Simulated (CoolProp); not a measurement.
Vapour pressure (bar) of nitrous oxide: the reference equation beside estimates from Tc = 309.5 K, pc = 72.45 bar, ω = 0.161.

The numbers come from the reference Helmholtz-energy equation of state, Lemmon 2006 in CoolProp. It is a short technical equation, of lower accuracy than the large ones.

```
T (K)   reference  Redlich-Kwong  Soave-Redlich-Kwong
-----  ----------  -------------  -------------------
245.8       14.34          16.90                14.44
248.7       15.70          18.38                15.82
251.7       17.21     (withheld)                17.35
254.6       18.76          21.64                18.93
257.5       20.41          23.39                20.61
260.5       22.23     (withheld)                22.46
263.4       24.10          27.22           (withheld)
266.3       26.08          29.25           (withheld)
269.3       28.25          31.45                28.57
272.2       30.47          33.69                30.83
275.1       32.81          36.03                33.21
278         35.28          38.48                35.72
281    (withheld)     (withheld)                38.46
283.9       40.74     (withheld)                41.24
```

### Question
Fill in the missing entries.

### Answer

- 251.7, Redlich-Kwong: 19.99
- 260.5, Redlich-Kwong: 25.28
- 263.4, Soave-Redlich-Kwong: 24.36
- 266.3, Soave-Redlich-Kwong: 26.37
- 281, reference: 37.98
- 281, Redlich-Kwong: 41.12
- 283.9, Redlich-Kwong: 43.79

Absolute difference from the reference over all 14 rows, mean and median: Redlich-Kwong 12.6 and 12.6 %, Soave-Redlich-Kwong 1.0 and 1.1 %.
